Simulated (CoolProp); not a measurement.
Vapour-liquid equilibrium of CF4 (R14) (1) + ethane (2) at 204.9 K; x and y are mole fractions of (1).

Model: multi-fluid Helmholtz-energy mixture model, Platzer 1990 and Bücker 2006; pair parameters Bell 2016, in CoolProp. This equation is an older, rougher fit; its heat capacities, sound speeds and derivatives of the liquid may be far off and weren't checked against measurements.

```json
[
 {"x": "0.05", "bubble pressure (MPa)": "0.6021", "y at the bubble point": "0.540", "dew pressure at overall composition x (MPa)": "0.2844", "liquid density (mol/L)": "17.02"},
 {"x": "0.125", "bubble pressure (MPa)": "0.9337", "y at the bubble point": "0.699", "dew pressure at overall composition x (MPa)": "0.3097", "liquid density (mol/L)": "16.73"},
 {"x": "0.2", "bubble pressure (MPa)": "1.127", "y at the bubble point": "0.750", "dew pressure at overall composition x (MPa)": "0.3398", "liquid density (mol/L)": "16.44"},
 {"x": "0.275", "bubble pressure (MPa)": "1.240", "y at the bubble point": "0.775", "dew pressure at overall composition x (MPa)": "0.3761", "liquid density (mol/L)": "16.13"},
 {"x": "0.35", "bubble pressure (MPa)": "1.311", "y at the bubble point": "0.789", "dew pressure at overall composition x (MPa)": "0.4209", "liquid density (mol/L)": "15.82"},
 {"x": "0.425", "bubble pressure (MPa)": "1.364", "y at the bubble point": "0.800", "dew pressure at overall composition x (MPa)": "0.4777", "liquid density (mol/L)": "15.51"},
 {"x": "0.5", "bubble pressure (MPa)": "1.412", "y at the bubble point": "0.812", "dew pressure at overall composition x (MPa)": "0.5520", "liquid density (mol/L)": "15.21"},
 {"x": "0.575", "bubble pressure (MPa)": "1.463", "y at the bubble point": "0.825", "dew pressure at overall composition x (MPa)": "0.6533", "liquid density (mol/L)": "14.91"},
 {"x": "0.65", "bubble pressure (MPa)": "1.520", "y at the bubble point": "0.842", "dew pressure at overall composition x (MPa)": "0.7991", "liquid density (mol/L)": "14.62"},
 {"x": "0.725", "bubble pressure (MPa)": "1.583", "y at the bubble point": "0.863", "dew pressure at overall composition x (MPa)": "1.024", "liquid density (mol/L)": "14.35"},
 {"x": "0.8", "bubble pressure (MPa)": "1.652", "y at the bubble point": "0.890", "dew pressure at overall composition x (MPa)": "1.362", "liquid density (mol/L)": "14.11"},
 {"x": "0.875", "bubble pressure (MPa)": "1.724", "y at the bubble point": "0.925", "dew pressure at overall composition x (MPa)": "1.615", "liquid density (mol/L)": "13.89"},
 {"x": "0.95", "bubble pressure (MPa)": "1.796", "y at the bubble point": "0.967", "dew pressure at overall composition x (MPa)": "1.769", "liquid density (mol/L)": "13.70"}
]
```

No azeotrope shows between x = 0.05 and 0.95.

Pair parameters are fitted to limited data, so mixtures are less certain than the pure fluids. With so large a gap from Raoult's law the liquid may split in two, which this calculation doesn't test in full.
